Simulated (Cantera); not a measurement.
## Premixed flame

A freely propagating, adiabatic, planar premixed flame of 33.5 % H2, 14.0 % O2, 52.6 % N2, equivalence ratio 1.2, unburnt at 625 K and 0.830 bar; multicomponent transport, grid criteria slope 0.08 and curve 0.16, no radiation.

Detailed kinetics in Cantera: the H2/O2 subset of GRI-Mech 3.0, which has no nitrogen chemistry. Burning velocities carry a grid error of a few per cent, more on coarse grids.

```csv
z (mm),T (K),u (m/s),x H2,x O2,x H,x H2O,x OH,x O
-1.81,625,8.57,0.335,0.140,<1e-8,<1e-8,<1e-8,<1e-8
-1.21,625,8.57,0.335,0.140,<1e-8,<1e-8,<1e-8,<1e-8
-0.906,625,8.57,0.335,0.140,<1e-8,<1e-8,<1e-8,<1e-8
-0.604,625,8.57,0.335,0.140,7.12e-8,6.34e-8,<1e-8,<1e-8
-0.302,635,8.69,0.333,0.139,0.000182,0.000465,3.68e-5,7.05e-6
-0.151,802,10.8,0.308,0.135,0.00690,0.0149,0.000664,0.000310
0,1244,16.2,0.187,0.0913,0.0503,0.108,0.00392,0.00609
0.151,1563,20.0,0.0874,0.0316,0.0803,0.216,0.0104,0.0117
0.302,1707,21.7,0.0732,0.0191,0.0760,0.239,0.0135,0.0117
0.604,1858,23.4,0.0739,0.0152,0.0626,0.249,0.0158,0.0102
1.21,2021,25.1,0.0749,0.0121,0.0480,0.259,0.0172,0.00805
2.42,2180,26.7,0.0740,0.00892,0.0348,0.272,0.0172,0.00568
4.83,2324,28.2,0.0717,0.00595,0.0238,0.285,0.0157,0.00354
```
x: mole fraction of selected species; z is measured from the peak of heat release.

```
Property                     Value
------------------------  --------
laminar burning velocity  857 cm/s
thermal thickness         0.604 mm
peak x(H)                   0.0806
peak x(OH)                  0.0174
peak x(O)                   0.0119
grid points                    134
```
